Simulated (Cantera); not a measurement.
Cantera run:

```python
import numpy as np
import cantera as ct

gas_names = """
    SiC2 Si CS2 Si2C
""".split()
cond_names = """
    C(gr) S(cr1) S(cr2) S(L)
""".split()


# ... load() reads the species with a 1 bar reference pressure and builds the phases ...
species = {s.name: s for s in load("nasa_gas.yaml", gas_names) + load("nasa_condensed.yaml", cond_names)}
# Each term lists the table entries of one substance; the one whose range holds T is used.
reactions = {
    'SiC2(g) = 2 C + Si(g)':
        [(-1, ['SiC2']), (2, ['C(gr)']), (1, ['Si'])],
    '2 SiC2(g) + 6 S = 3 CS2(g) + Si2C(g)':
        [(-2, ['SiC2']), (-6, ['S(cr1)', 'S(cr2)', 'S(L)']), (3, ['CS2']), (1, ['Si2C'])],
}


def pick(names, T):
    return next(species[n] for n in names if species[n].thermo.min_temp <= T <= species[n].thermo.max_temp)


results = []
for label, terms in reactions.items():
    print(label)
    print("     T/K   dH/kJ  dS/(J/K)   dG/kJ   log10 K")
    for T in [848, 873, 898, 923, 948, 973, 998, 1023, 1048, 1073]:
        used = [(nu, pick(names, T)) for nu, names in terms]
        dH = sum(nu * s.thermo.h(T) for nu, s in used) / 1e6
        dS = sum(nu * s.thermo.s(T) for nu, s in used) / 1e3
        dG = dH - T * dS / 1e3
        logK = -dG * 1e6 / (ct.gas_constant * T * np.log(10))
        results.append((label, T, dH, dS, dG, logK, [s.name for _, s in used]))
        print(f"{T:8g} {dH:8.1f} {dS:8.1f} {dG:8.1f} {logK:8.2f}")
```

Result:

```
SiC2(g) = 2 C + Si(g)
     T/K   dH/kJ  dS/(J/K)   dG/kJ   log10 K
     848   -164.9    -58.0   -115.7     7.13
     873   -164.7    -57.8   -114.2     6.83
     898   -164.6    -57.7   -112.8     6.56
     923   -164.5    -57.5   -111.3     6.30
     948   -164.3    -57.4   -109.9     6.06
     973   -164.2    -57.2   -108.5     5.82
     998   -164.0    -57.1   -107.0     5.60
    1023   -163.9    -56.9   -105.6     5.39
    1048   -163.7    -56.8   -104.2     5.19
    1073   -163.5    -56.6   -102.8     5.00
2 SiC2(g) + 6 S = 3 CS2(g) + Si2C(g)
     T/K   dH/kJ  dS/(J/K)   dG/kJ   log10 K
     848   -405.3    165.3   -545.5    33.60
     873   -407.3    163.0   -549.6    32.88
     898   -409.4    160.6   -553.6    32.20
     923   -411.5    158.2   -557.6    31.56
     948   -413.7    155.9   -561.5    30.94
     973   -415.8    153.7   -565.4    30.35
     998   -417.7    151.8   -569.2    29.79
    1023   -419.4    150.2   -573.0    29.26
    1048   -421.0    148.6   -576.7    28.74
    1073   -422.7    147.0   -580.4    28.25
```

Standard-state values (1 bar) from the NASA 1993 polynomials, evaluated with Cantera. Condensed species are held in their standard states even where they would react or evaporate.
